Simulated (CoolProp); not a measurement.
Fluorine at 295 K and 0.108 MPa is throttled through a valve to 0.011 MPa with no heat exchange. Each further row changes one setting.

The numbers come from the reference Helmholtz-energy equation of state, de Reuck 1990 in CoolProp.

```
case                        final density (kg/m³)
--------------------------  ---------------------
as stated                                   0.171
outlet pressure 0.0033 MPa                 0.0512
outlet pressure 0.0143 MPa                  0.222
```
